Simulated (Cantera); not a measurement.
Charge: 1 mol Si, 0.025 mol CO2, 87 mol H2, at 750 Torr.

Cantera equilibrium calculation (NASA polynomials, part measured and part estimated; ideal gas, pure solids and liquids). Candidate condensed phases: C, C6H6, C7H8, C8H18, H2O, Si, SiC, SiO2; 123 gas species. Mutual solubility and eutectic melting of coexisting phases are not modelled. Gases not in the tables: Si2H6 and higher silanes. Equilibrium is a limit: real reactors are often held back by kinetics, nucleation or transport.

log p: log10 of the partial pressure in bar; n: condensed amount in mol.

| T (°C) | log p H2 | log p H | log p Si | log p SiO | n Si(l) | n SiC(s) |
|---|---|---|---|---|---|---|
| 1675 | 0.00 | -2.95 | -4.63 | -3.34 | 0.936 | ? |
| 1700 | 0.00 | -2.87 | -4.50 | -3.35 | 0.936 | ? |
| 1725 | 0.00 | -2.80 | -4.37 | -3.36 | 0.936 | ? |
| 1750 | 0.00 | -2.72 | -4.24 | -3.38 | 0.935 | ? |
| 1775 | 0.00 | -2.65 | -4.12 | -3.39 | 0.934 | ? |
| 1800 | 0.00 | -2.58 | -4.00 | -3.41 | 0.932 | ? |
| 1825 | 0.00 | -2.51 | -3.88 | -3.42 | 0.929 | ? |
| 1850 | 0.00 | -2.45 | -3.77 | -3.44 | 0.925 | ? |
| 1875 | 0.00 | -2.38 | -3.66 | -3.45 | 0.918 | 0 |
| 1900 | 0.00 | -2.32 | -3.55 | -3.45 | 0.907 | 0 |
| 1925 | 0.00 | -2.26 | -3.44 | -3.45 | 0.893 | 0 |
| 1950 | 0.00 | -2.20 | -3.34 | -3.44 | 0.877 | 0 |
| 1975 | 0.00 | -2.14 | -3.24 | -3.44 | 0.858 | 0 |

Task: Complete the blanks.

Result: 
- 1675, n SiC(s): 0.0129
- 1700, n SiC(s): 0.0117
- 1725, n SiC(s): 0.0103
- 1750, n SiC(s): 0.00886
- 1775, n SiC(s): 0.00727
- 1800, n SiC(s): 0.00553
- 1825, n SiC(s): 0.00361
- 1850, n SiC(s): 0.00147
